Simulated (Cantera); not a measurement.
A Cantera script and its output.

```python
import numpy as np
import cantera as ct

surf = ct.Interface("ptcombust.yaml", "Pt_surf")
gas = surf.adjacent["gas"]
gas.TPX = 300, 44000, {'CH4': 0.027, 'O2': 0.052, 'N2': 0.79}
jet = ct.ImpingingJet(gas=gas, width=0.024, surface=surf)
jet.inlet.mdot, jet.inlet.T, jet.inlet.X = 0.12, 300, {'CH4': 0.027, 'O2': 0.052, 'N2': 0.79}
jet.set_refine_criteria(ratio=10, slope=0.2, curve=0.3)
show, cover = ['CH4', 'O2', 'H2O', 'OH', 'CO', 'CO2'], ["PT(S)", "H(S)", "O(S)", "OH(S)", "CO(S)", "C(S)"]

rows = []
print(f"{'Ts/K':>7s}" + "".join(f"{s:>11s}" for s in show + cover) + "   (gas at the wall, coverages)")
for i, Ts in enumerate([850, 900, 950, 1000, 1050, 1100, 1150, 1200]):
    jet.surface.T = Ts
    if i == 0:
        surf.TP = Ts, 44000
        surf.coverages = "PT(S):0.5, O(S):0.5"
        surf.advance_coverages(1.0)
        jet.set_initial_guess(products="inlet")
    jet.solve(loglevel=0, auto=(i == 0))
    rows.append([*(jet.X[gas.species_index(s), -1] for s in show), *surf[cover].coverages])
    print(f"{Ts:7g}" + "".join(f"{x:11.3e}" for x in rows[-1]))
```

Result:

```
   Ts/K        CH4         O2        H2O         OH         CO        CO2      PT(S)       H(S)       O(S)      OH(S)      CO(S)       C(S)   (gas at the wall, coverages)
    850  2.217e-02  4.093e-02  1.670e-02  4.394e-09  5.643e-06  1.090e-02  1.222e-01  4.622e-08  8.754e-01  2.335e-03  3.485e-05  8.898e-08
    900  1.317e-02  2.191e-02  3.342e-02  1.704e-08  5.198e-06  2.190e-02  2.106e-01  2.148e-07  7.861e-01  3.277e-03  3.435e-05  1.221e-07
    950  1.240e-03  6.786e-04  5.520e-02  3.532e-10  7.671e-03  2.752e-02  7.441e-01  2.773e-04  6.433e-05  5.905e-05  2.539e-01  1.602e-03
   1000  9.725e-04  5.618e-04  5.543e-02  8.701e-10  8.406e-03  2.697e-02  8.414e-01  4.733e-04  5.289e-05  4.729e-05  1.567e-01  1.329e-03
   1050  8.389e-04  5.059e-04  5.521e-02  2.165e-09  8.455e-03  2.705e-02  9.105e-01  6.744e-04  5.218e-05  4.119e-05  8.776e-02  9.487e-04
   1100  7.794e-04  4.857e-04  5.463e-02  5.376e-09  7.965e-03  2.768e-02  9.525e-01  8.317e-04  5.929e-05  3.830e-05  4.599e-02  6.063e-04
   1150  7.586e-04  4.852e-04  5.377e-02  1.311e-08  7.107e-03  2.868e-02  9.754e-01  9.267e-04  7.440e-05  3.742e-05  2.318e-02  3.606e-04
   1200  7.573e-04  4.950e-04  5.277e-02  3.104e-08  6.057e-03  2.988e-02  9.872e-01  9.659e-04  9.956e-05  3.789e-05  1.146e-02  2.058e-04
```

Detailed kinetics in Cantera: Deutschmann's 1995 Pt surface mechanism with GRI-Mech 3.0 gas chemistry. Catalytic surfaces can have several steady states; this one follows from the mechanism file's or the stated starting coverage.
